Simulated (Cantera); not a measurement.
A closed system holds: 1 mol Fe3O4, 13 mol H2, 0.77 mol N2, at 750 Torr.

Method: chemical equilibrium by Gibbs-energy minimisation in Cantera with the NASA 1993 tables (ideal gas, pure condensed phases). Candidate condensed phases: Fe, FeO, Fe(OH)2, Fe(OH)3, Fe2O3, Fe3O4, H2O; 27 gas species. Mutual solubility and eutectic melting of coexisting phases are not modelled. The tables' stoichiometric FeO is somewhat more stable than real wüstite, so its field is too wide. FeO: taken at fixed stoichiometry. Equilibrium is a limit: real reactors are often held back by kinetics, nucleation or transport.

Q: At 1125 K, list the 4 most abundant gas species with their mole fractions, and the condensed phases.

A: H2 0.762, H2O 0.182, N2 0.0559, NH3 4.37e-5. Condensed: Fe(α) + FeO(s).
